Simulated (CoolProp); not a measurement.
n-decane along the isotherm 499.7 K: Z from the reference equation and from simpler models built on Tc = 617.7 K, pc = 2101 kPa, ω = 0.488; each cubic takes its own stable root.

Model: reference Helmholtz-energy equation of state, Lemmon 2006, in CoolProp. It is a short technical equation, of lower accuracy than the large ones.

```
p (kPa)   phase  reference
-------  ------  ---------
2330     liquid     0.1426
4670     liquid     0.2818
7000     liquid     0.4173
9340     liquid     0.5508
11700    liquid     0.6833
14000    liquid     0.8105
16300    liquid     0.9361
18700    liquid      1.066
21000    liquid      1.188
```

Problem. How far does each simpler model (van der Waals, Redlich-Kwong, Soave-Redlich-Kwong, Peng-Robinson) lie from the reference over these 9 states: mean and median of the absolute difference, and the worst?

Solution. 
- van der Waals: mean 65.8 %, median 63.8 %, worst +78.3 % at 499.7 K and 2330 kPa
- Redlich-Kwong: mean 21.0 %, median 19.9 %, worst +28.2 % at 499.7 K and 2330 kPa
- Soave-Redlich-Kwong: mean 16.0 %, median 15.5 %, worst +19.1 % at 499.7 K and 2330 kPa
- Peng-Robinson: mean 3.2 %, median 2.9 %, worst +5.3 % at 499.7 K and 2330 kPa
